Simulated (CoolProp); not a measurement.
Saturated liquid density (kg/m³) of propylene: the reference equation beside estimates from Tc = 364.2 K, pc = 4555 kPa, ω = 0.146. Rackett uses Z = 0.29056 − 0.08775 ω.

Model: reference Helmholtz-energy equation of state, Lemmon 2013, in CoolProp.

```tsv
T (K)	reference	Rackett	van der Waals	Soave-Redlich-Kwong
171.1	673.9	663.5	421.8	630.0
183.1	660.3	650.7	414.3	618.9
195	646.6	637.7	406.6	607.1
206.9	632.6	624.3	398.5	594.6
218.8	618.3	610.5	390.0	581.1
230.7	603.6	596.2	381.0	566.7
242.6	588.4	581.3	371.6	551.2
254.6	572.4	565.6	361.6	534.4
266.5	555.8	549.2	351.0	516.2
278.4	538.2	531.9	339.6	496.5
```

Absolute difference from the reference over all 10 rows, mean and median: Rackett 1.3 and 1.2 %, van der Waals 37.0 and 36.9 %, Soave-Redlich-Kwong 6.5 and 6.3 %.
